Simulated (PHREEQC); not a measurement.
A solution holds 0.57 mol HF, 0.00067 mol NH4HF2 and 0.0013 mol H2SiF6 per kg of water, at 73 °C. Closed to the air; pH follows from the charge balance.

All values are PHREEQC results (ion-association model, wateq4f.dat), not measurements.

| quantity | before | after |
|---|---|---|
| pH | 1.74 | 0.61 |
| HF2- (mol/kgw) | 0.0122 | 0.00145 |
| F- (mol/kgw) | 0.00686 | 0.000739 |
| SI of Quartz (SiO2) | -7.96 | -6.35 |

### Question
Name the change that produced these shifts.
A. H2SiF6 from 0.0013 to 0.013 mol/kgw
B. H2SiF6 from 0.0013 to 0.0065 mol/kgw
C. 0.32 mol/kgw HBr added
D. NH4HF2 replaced by LiF at the same molality
E. 0.5 mol/kgw (CH3)4NCl added

### Answer
C, 0.32 mol/kgw HBr added

This is a speciation only: nothing precipitates in the calculation. wateq4f.dat counts part of the HF as a dimer, H2F2, which phreeqc.dat doesn't know; its constant is uncertain. At this temperature some constants are extrapolated from 25 °C, and those without enthalpy data are left unchanged. SiF6-2 is the database's only silicon fluoride.
